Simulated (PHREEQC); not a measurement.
A solution holds 7.8 mmol/kgw FeCl3, 30 mmol/kgw H2SO4 and 0.0462 mmol/kgw NaCl, at 25 °C. Closed to the air; pH follows from the charge balance.

Equilibrium calculation in PHREEQC: ion-association model, phreeqc.dat.

Question: The ionic strength comes out as 0.0647 mol/kgw. What activity coefficients do FeCl2+, FeHSO4+2, Fe+3, Na+, FeSO4+ get?

Answer: FeCl2+ 0.81, FeHSO4+2 0.42, Fe+3 0.22, Na+ 0.81, FeSO4+ 0.81.

No solid was allowed to form. Saturation is exceeded, for instance for Hematite (slow to form), Goethite (slow to form); the values hold only as long as no solid forms.
